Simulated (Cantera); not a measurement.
# SiH₂Cl₂ + HCl + H₂ (silicon epitaxy and polysilicon growth)

Input: 1 mol SiH₂Cl₂, 0.023 mol HCl, 78 mol H₂, held at 0.0133 bar.

These are equilibrium values from Cantera (NASA tables, ideal gas, pure condensed phases), not measurements of a reactor. Candidate condensed phases: Si; 19 gas species. The tables' values for SiCl, SiCl₃ are old estimates; treat these amounts as uncertain. Gases not in the tables: Si₂H₆ and higher silanes. The numbers say what is thermodynamically allowed, not how fast it happens.

From 1100 °C to 1400 °C the condensed part is Si(s). From 1450 °C to 1550 °C the condensed part is Si(l). The main Si-bearing gas is SiCl₂ throughout. The share of Si in condensed phases is highest at 1100 °C (88.1 %) and lowest at 1550 °C (84.1 %).

| T (°C) | x H₂ | x HCl | x H | x SiCl₂ | n Si(s) | n Si(l) |
|---|---|---|---|---|---|---|
| 1100 | 0.976 | 0.0223 | 2.85e-5 | 0.00146 | 0.881 | 0 |
| 1150 | 0.976 | 0.0222 | 5.68e-5 | 0.00152 | 0.877 | 0 |
| 1200 | 0.976 | 0.0221 | 0.000108 | 0.00157 | 0.873 | 0 |
| 1250 | 0.976 | 0.0220 | 0.000198 | 0.00162 | 0.869 | 0 |
| 1300 | 0.976 | 0.0219 | 0.000348 | 0.00167 | 0.865 | 0 |
| 1350 | 0.976 | 0.0218 | 0.000591 | 0.00171 | 0.861 | 0 |
| 1400 | 0.975 | 0.0217 | 0.000974 | 0.00174 | 0.855 | 0 |
| 1450 | 0.975 | 0.0218 | 0.00156 | 0.00169 | 0 | 0.854 |
| 1500 | 0.974 | 0.0220 | 0.00243 | 0.00159 | 0 | 0.852 |
| 1550 | 0.972 | 0.0221 | 0.00370 | 0.00150 | 0 | 0.841 |
x: gas mole fraction; n: condensed amount in mol.
